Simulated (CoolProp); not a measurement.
Vapour pressure (MPa) of R11: the reference equation beside estimates from Tc = 471.1 K, pc = 4.408 MPa, ω = 0.189. Clausius-Clapeyron is anchored at 255.6 K with a constant enthalpy of vaporisation of 26.89 kJ/mol.

The numbers come from the reference Helmholtz-energy equation of state, Jacobsen 1992 in CoolProp.

```json
[
 {"T (K)": "255.6", "reference": "0.01781", "Lee-Kesler": "0.01732", "Clausius-Clapeyron": "0.01781", "van der Waals": "0.2087", "Soave-Redlich-Kwong": "0.01756", "Peng-Robinson": "0.01838"},
 {"T (K)": "259", "reference": "0.02106", "Lee-Kesler": "0.02051", "Clausius-Clapeyron": "0.02103", "van der Waals": "0.2267", "Soave-Redlich-Kwong": "0.02077", "Peng-Robinson": "0.02166"},
 {"T (K)": "262.5", "reference": "0.02490", "Lee-Kesler": "0.02428", "Clausius-Clapeyron": "0.02484", "van der Waals": "0.2464", "Soave-Redlich-Kwong": "0.02457", "Peng-Robinson": "0.02553"},
 {"T (K)": "266", "reference": "…", "Lee-Kesler": "0.02860", "Clausius-Clapeyron": "0.02921", "van der Waals": "…", "Soave-Redlich-Kwong": "…", "Peng-Robinson": "0.02994"},
 {"T (K)": "269.4", "reference": "0.03413", "Lee-Kesler": "0.03338", "Clausius-Clapeyron": "0.03405", "van der Waals": "0.2885", "Soave-Redlich-Kwong": "…", "Peng-Robinson": "0.03479"},
 {"T (K)": "272.9", "reference": "0.03977", "Lee-Kesler": "0.03895", "Clausius-Clapeyron": "0.03972", "van der Waals": "0.3116", "Soave-Redlich-Kwong": "0.03929", "Peng-Robinson": "0.04043"},
 {"T (K)": "276.3", "reference": "0.04593", "Lee-Kesler": "0.04506", "Clausius-Clapeyron": "0.04596", "van der Waals": "0.3353", "Soave-Redlich-Kwong": "0.04541", "Peng-Robinson": "0.04660"},
 {"T (K)": "279.8", "reference": "0.05306", "Lee-Kesler": "0.05214", "Clausius-Clapeyron": "0.05320", "van der Waals": "0.3609", "Soave-Redlich-Kwong": "…", "Peng-Robinson": "0.05371"},
 {"T (K)": "283.2", "reference": "…", "Lee-Kesler": "0.05983", "Clausius-Clapeyron": "0.06112", "van der Waals": "0.3871", "Soave-Redlich-Kwong": "0.06017", "Peng-Robinson": "0.06143"},
 {"T (K)": "286.7", "reference": "0.06967", "Lee-Kesler": "0.06867", "Clausius-Clapeyron": "0.07027", "van der Waals": "0.4153", "Soave-Redlich-Kwong": "0.06900", "Peng-Robinson": "0.07027"},
 {"T (K)": "290.1", "reference": "0.07924", "Lee-Kesler": "0.07822", "Clausius-Clapeyron": "0.08020", "van der Waals": "0.4441", "Soave-Redlich-Kwong": "0.07853", "Peng-Robinson": "0.07979"},
 {"T (K)": "293.6", "reference": "0.09015", "Lee-Kesler": "0.08911", "Clausius-Clapeyron": "0.09160", "van der Waals": "0.4750", "Soave-Redlich-Kwong": "0.08941", "Peng-Robinson": "0.09064"},
 {"T (K)": "297", "reference": "0.1018", "Lee-Kesler": "0.1008", "Clausius-Clapeyron": "0.1039", "van der Waals": "0.5065", "Soave-Redlich-Kwong": "0.1011", "Peng-Robinson": "0.1023"}
]
```

### Question
Complete the blanks.

### Answer

- 266, reference: 0.02929
- 266, van der Waals: 0.2671
- 266, Soave-Redlich-Kwong: 0.02891
- 269.4, Soave-Redlich-Kwong: 0.03370
- 279.8, Soave-Redlich-Kwong: 0.05248
- 283.2, reference: 0.06080

Absolute difference from the reference over all 13 rows, mean and median: Lee-Kesler 1.9 and 1.9 %, Clausius-Clapeyron 0.6 and 0.3 %, van der Waals 669.7 and 630.0 %, Soave-Redlich-Kwong 1.1 and 1.1 %, Peng-Robinson 1.6 and 1.5 %.
